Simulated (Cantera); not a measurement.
Feed: 1 mol SiCl4, 0.0075 mol C2H4, 920 mol H2, held at 1450 °C and 13.3 mbar.

These are equilibrium values from Cantera (NASA tables, ideal gas, pure condensed phases), not measurements of a reactor. Candidate condensed phases: C, C6H6, C7H8, C8H18, Si, SiC; 109 gas species. Mutual solubility and eutectic melting of coexisting phases are not modelled. Gases not in the tables: Si2H6 and higher silanes. The numbers say what is thermodynamically allowed, not how fast it happens.

Base state: H2 0.994, HCl 0.00420, H 0.00157, Si 7.38e-5, SiCl2 6.14e-5, SiH2 1.69e-5, SiH 1.22e-5 (mole fractions); condensed: Si(l) + SiC(s).

Question: What changes in the equilibrium state with this change: SiCl4 replaced by SiH4?

Answer: 
| species | before | after |
|---|---|---|
| H2 | 0.994 | 0.998 |
| H | 0.00157 | 0.00158 |
| Si | 7.38e-5 | 7.38e-5 |
| HCl | 0.00420 | 0 |
| SiCl2 | 6.14e-5 | 0 |
| SiH2 | 1.69e-5 | 1.70e-5 |
| SiH | 1.22e-5 | 1.22e-5 |
| Si(l), mol | 0.828 | 0.889 |
| SiC(s), mol | 0.0143 | 0.0143 |

Question: What changes in the equilibrium state with this change: SiCl4 replaced by SiH2Cl2?

Answer: 
```csv
species,before,after
H2,0.994,0.996
HCl,0.00420,0.00213
H,0.00157,0.00158
SiCl2,6.14e-5,1.58e-5
Si,7.38e-5,7.38e-5
SiH2,1.69e-5,1.69e-5
SiH,1.22e-5,1.22e-5
"Si(l), mol",0.828,0.872
"SiC(s), mol",0.0143,0.0143
```
